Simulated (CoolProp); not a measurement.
CF4 (R14) at 210.67 K and 4.81 MPa flows at 0.13 m/s in a round tube of 10 mm bore and 15 µm roughness, fully developed (64/Re and Nu = 3.66 if laminar; Colebrook and Gnielinski if turbulent). Each further row changes one setting.

Values from CoolProp's reference Helmholtz-energy equation of state, Platzer 1990. This equation is an older, rougher fit; its heat capacities, sound speeds and derivatives of the liquid may be far off and weren't checked against measurements.

```
case               Reynolds number  Darcy friction factor  pressure drop (Pa/m)  heat-transfer coefficient (W/(m² K))  mass flow (kg/h)
-----------------  ---------------  ---------------------  --------------------  ------------------------------------  ----------------
as stated                    17200                 0.0297                  30.1                                   444              44.2
velocity 0.26 m/s            34500                 0.0265                   108                                   835              88.3
diameter 20 mm               34500                 0.0248                  12.6                                   394               177
```

Viscosity comes from a separate model (Huber 2003), an estimate that may be off by 10 % or more. Thermal conductivity comes from a separate model (Huber 2003), an estimate that may be off by 10 % or more.
